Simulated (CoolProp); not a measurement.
Vapour-liquid equilibrium of n-hexane (1) + m-xylene (2) at 3.1 bar; x and y are mole fractions of (1).

Model: multi-fluid Helmholtz-energy mixture model, Thol 2019 and Zhou 2012; pair parameters Bell 2016, in CoolProp.

Give the bubble temperature and the first vapour's composition at x = 0.05, 0.35, 0.95. Is there an azeotrope?

x = 0.05: 178.4 °C, y = 0.183; x = 0.35: 140.7 °C, y = 0.759; x = 0.95: 110.9 °C, y = 0.987. No azeotrope shows between x = 0.05 and 0.95.

Pair parameters are fitted to limited data, so mixtures are less certain than the pure fluids. The gap from Raoult's law changes sign with composition, which may be real or a fault of the pair parameters; it wasn't checked against measurements.
